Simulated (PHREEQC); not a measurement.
Acid rinse or clean (model solution)

Consider water at 25 °C with 3.9 mmol/kgw H2SO4, 0.033 mmol/kgw AlCl3 and 0.19 mmol/kgw MgCl2. It is in equilibrium with CO2 at log p = -3.4 (atm). Otherwise closed; pH follows from the charge balance.

The numbers come from PHREEQC with the ion-association model, wateq4f.dat.

Each row changes one thing in this solution. This is a speciation only: nothing precipitates in the calculation.

| case | pH | ionic strength (mol/kgw) | SO4-2 (mol/kgw) | HSO4- (mol/kgw) | AlSO4+ (mol/kgw) | Al+3 (mol/kgw) | SI of Gibbsite (Al(OH)3) | SI of Boehmite (AlOOH) |
|---|---|---|---|---|---|---|---|---|
| as made | 2.22 | 0.00982 | 0.00267 | 0.00117 | 2.33e-5 | 8.38e-6 | -6.89 | -7.36 |
| H2SO4 from 0.0039 to 0.00585 mol/kgw | 2.06 | 0.0137 | 0.00362 | 0.00215 | 2.39e-5 | 7.37e-6 | -7.45 | -7.92 |
| 8.6e-05 mol/kgw CO2 added | 2.22 | 0.00982 | 0.00267 | 0.00117 | 2.33e-5 | 8.38e-6 | -6.89 | -7.36 |
| AlCl3 from 3.3e-05 to 1.65e-05 mol/kgw | 2.22 | 0.00979 | 0.00268 | 0.00117 | 1.17e-5 | 4.17e-6 | -7.19 | -7.66 |
| diluted 100-fold with water | 4.11 | 0.000124 | 3.87e-5 | 2.78e-7 | 2.80e-8 | 2.67e-7 | -2.39 | -2.86 |
| temperature from 25 to 30 °C | 2.22 | 0.00965 | 0.00258 | 0.00125 | 2.35e-5 | 8.19e-6 | -6.61 | -7.01 |
| MgCl2 left out | 2.22 | 0.00938 | 0.00269 | 0.00118 | 2.34e-5 | 8.19e-6 | -6.89 | -7.36 |

Complexes and solids missing from the database can't appear.
